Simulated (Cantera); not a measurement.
A Cantera script and what it prints.

```python
import numpy as np
import cantera as ct

gas_names = """
    C CH CH2 CH3 CH2OH CH3O CH4 CH3OH CO CO2 COOH C2 C2H CHCO,ketyl C2H2,acetylene C2H2,vinylidene
    CH2CO,ketene C2H3,vinyl CH3CO,acetyl C2H4 C2H4O,ethylen CH3CHO,ethanal CH3COOH (HCOOH)2 C2H5 C2H6
    CH3OCH3 C2H5OH C2O C3 C3H3,propargyl C3H4,allene C3H4,propyne C3H4,cyclo- C3H5,allyl C3H6,propylene
    C3H6,cyclo- C3H6O C3H7,n-propyl C3H7,i-propyl C3H8 C3H8O,1propanol C3H8O,2propanol C3O2 C4 C4H2
    C4H4,1,3-cyclo- C4H6,butadiene C4H6,2-butyne C4H6,cyclo- C4H8,1-butene C4H8,cis2-buten
    C4H8,tr2-butene C4H8,isobutene C4H8,cyclo- (CH3COOH)2 C4H9,n-butyl C4H9,i-butyl C4H9,s-butyl
    C4H9,t-butyl C4H10,isobutane C4H10,n-butane C5 C5H6,1,3cyclo- C5H8,cyclo- C5H10,1-pentene
    C5H10,cyclo- C5H11,pentyl C5H11,t-pentyl C5H12,n-pentane C5H12,i-pentane CH3C(CH3)2CH3 C6H2
    C6H5,phenyl C6H5O,phenoxy C6H6 C6H5OH,phenol C6H10,cyclo- C6H12,1-hexene C6H12,cyclo- C6H13,n-hexyl
    C7H7,benzyl C7H8 C7H8O,cresol C7H14,1-heptene C7H15,n-heptyl C7H16,n-heptane C8H8,styrene
    C8H10,ethylbenz C8H16,1-octene C8H17,n-octyl C8H18,isooctane C8H18,n-octane C9H19,n-nonyl
    C10H8,naphthale C10H21,n-decyl C12H9,o-bipheny C12H10,bipheny H HCO HO2 H2 HCHO,formaldehy HCOOH H2O
    H2O2 Mg MgH MgO MgOH MgO2H2 Mg2 O OH O2 O3
""".split()
cond_names = """
    C(gr) C6H6(L) C7H8(L) C8H18(L),n-octa H2O(s) H2O(L) Mg(cr) Mg(L) MgCO3(s) MgO(s) MgO(L) MgO2H2(s)
""".split()


def load(file, names, dense=False):
    # The tables refer to 1 bar. Condensed volumes are neglected.
    table = {s.name: s for s in ct.Species.list_from_file(file)}
    out = []
    for n in names:
        d = dict(table[n].input_data)
        d["thermo"] = dict(d["thermo"], **{"reference-pressure": 1e5})
        if dense:
            d["equation-of-state"] = {"model": "constant-volume", "density": "1e6 g/cm^3"}
        out.append(ct.Species.from_dict(d))
    return out


gas = ct.Solution(thermo="ideal-gas", species=load("nasa_gas.yaml", gas_names))
cond = {s.name: ct.Solution(thermo="fixed-stoichiometry", species=[s], name=s.name)
        for s in load("nasa_condensed.yaml", cond_names, dense=True)}
atoms = {
    'MgO': {'Mg': 1, 'O': 1},
    'CO': {'C': 1, 'O': 1},
    'H2': {'H': 2},
    'CH4': {'C': 1, 'H': 4},
}
top_T = {'C(gr)': 4500}  # K; cautious upper limits of use, not melting points


def equilibrate(T, P, feed):
    n = {}
    for name, mol in feed.items():
        for a, k in atoms[name].items():
            n[a] = n.get(a, 0.0) + k * mol
    gas.TPX = T, P, n
    mass = sum(n.values()) * gas.mean_molecular_weight
    gas.equilibrate("TP")
    valid = [c for c in cond.values() if c.min_temp <= T <= top_T.get(c.name, c.max_temp)]
    mix = ct.Mixture([(gas, mass / gas.mean_molecular_weight)] + [(c, 0.0) for c in valid])
    mix.T, mix.P = T, P
    mix.equilibrate("TP", solver="vcs", rtol=1e-11, max_steps=5000)
    return mix


results = []
feed = {'MgO': 1, 'CO': 1.2, 'H2': 1.5, 'CH4': 1.9}  # mol
P = 120  # Pa
for T in [873, 1023, 1173, 1323, 1473, 1623, 1773, 1923, 2073, 2223, 2373, 2523]:
    mix = equilibrate(T, P, feed)
    results.append((T, P, feed, dict(zip(mix.species_names, mix.species_moles))))
    x = sorted(zip(gas.X, gas.species_names), reverse=True)
    print(f"T = {T:g} K  P = {P:g} Pa  gas = {mix.phase_moles(0):.4g} mol")
    print("   x: " + "  ".join(f"{s} {v:.3e}" for v, s in x if v > 0.0001))
    print("   condensed (mol): " + ("  ".join(f"{mix.phase(i).name} {mix.phase_moles(i):.4g}"
          for i in range(1, mix.n_phases) if mix.phase_moles(i) > 1e-12) or "none"))
```

It prints:

```
T = 873 K  P = 120 Pa  gas = 6.49 mol
   x: H2 8.152e-01  CO 1.832e-01  H2O 7.625e-04  CO2 4.573e-04  CH4 3.579e-04
   condensed (mol): C(gr) 1.906  MgO(s) 1
T = 1023 K  P = 120 Pa  gas = 6.499 mol
   x: H2 8.153e-01  CO 1.846e-01
   condensed (mol): C(gr) 1.9  MgO(s) 1
T = 1173 K  P = 120 Pa  gas = 6.5 mol
   x: H2 8.154e-01  CO 1.846e-01
   condensed (mol): C(gr) 1.9  MgO(s) 1
T = 1323 K  P = 120 Pa  gas = 6.536 mol
   x: H2 8.108e-01  CO 1.864e-01  Mg 2.783e-03
   condensed (mol): C(gr) 1.882  MgO(s) 0.9818
T = 1473 K  P = 120 Pa  gas = 8.501 mol
   x: H2 6.233e-01  CO 2.588e-01  Mg 1.176e-01  H 2.883e-04
   condensed (mol): C(gr) 0.8999
T = 1623 K  P = 120 Pa  gas = 8.507 mol
   x: H2 6.222e-01  CO 2.586e-01  Mg 1.175e-01  H 1.574e-03
   condensed (mol): C(gr) 0.8996
T = 1773 K  P = 120 Pa  gas = 8.527 mol
   x: H2 6.182e-01  CO 2.580e-01  Mg 1.172e-01  H 6.457e-03
   condensed (mol): C(gr) 0.8985
T = 1923 K  P = 120 Pa  gas = 8.591 mol
   x: H2 6.061e-01  CO 2.561e-01  Mg 1.164e-01  H 2.117e-02  C2H2,acetylene 2.736e-04
   condensed (mol): C(gr) 0.8953
T = 2073 K  P = 120 Pa  gas = 8.752 mol
   x: H2 5.760e-01  CO 2.514e-01  Mg 1.142e-01  H 5.762e-02  C2H2,acetylene 7.060e-04
   condensed (mol): C(gr) 0.8876
T = 2223 K  P = 120 Pa  gas = 9.104 mol
   x: H2 5.144e-01  CO 2.417e-01  H 1.326e-01  Mg 1.098e-01  C2H2,acetylene 1.493e-03
   condensed (mol): C(gr) 0.8724
T = 2373 K  P = 120 Pa  gas = 9.763 mol
   x: H2 4.110e-01  H 2.585e-01  CO 2.253e-01  Mg 1.024e-01  C2H2,acetylene 2.529e-03
   condensed (mol): C(gr) 0.8468
T = 2523 K  P = 120 Pa  gas = 10.79 mol
   x: H 4.221e-01  H2 2.768e-01  CO 2.039e-01  Mg 9.267e-02  C2H2,acetylene 3.296e-03  C3 5.905e-04  C2H 3.788e-04  C 1.897e-04
   condensed (mol): C(gr) 0.7974
```

Equilibrium computed with Cantera from the NASA thermochemical tables; the gas is ideal and each condensed phase is pure. The tables' values for MgH are old estimates; treat these amounts as uncertain.
